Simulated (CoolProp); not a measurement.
Saturation properties of carbon dioxide.

Computed with CoolProp (reference Helmholtz-energy equation of state, Span 1996).

```
T (°C)  p (kPa)  liquid cp (kJ/(kg K))  surface tension (mN/m)  liquid viscosity (µPa s)  vapour viscosity (µPa s)  liquid conductivity (mW/(m K))
------  -------  ---------------------  ----------------------  ------------------------  ------------------------  ------------------------------
-32.65     1305                  2.054                    11.1                       171                      12.2                             148
-29.25     1464                      …                    10.3                       162                      12.4                             144
-25.75     1643                  2.108                    9.57                       153                      12.6                             140
-22.35     1831                  2.140                    8.86                       145                      12.8                             136
-18.85     2040                  2.179                       …                       137                      13.0                             131
-15.45     2260                      …                    7.45                       130                         …                             127
-11.95        …                  2.274                    6.75                       123                         …                             123
-8.55      2760                  2.334                    6.09                       116                      13.8                             119
-5.15      3033                  2.405                       …                       110                      14.1                             115
-1.65      3335                  2.494                    4.78                         …                      14.4                             111
```

Some entries are withheld; supply them.


- -29.25, liquid cp (kJ/(kg K)): 2.079
- -18.85, surface tension (mN/m): 8.14
- -15.45, liquid cp (kJ/(kg K)): 2.222
- -15.45, vapour viscosity (µPa s): 13.2
- -11.95, p (kPa): 2505
- -11.95, vapour viscosity (µPa s): 13.5
- -5.15, surface tension (mN/m): 5.44
- -1.65, liquid viscosity (µPa s): 103

Viscosity comes from a separate model (Laesecke 2017). Thermal conductivity comes from a separate model (Huber 2016). Surface tension comes from a separate correlation (Mulero 2012).
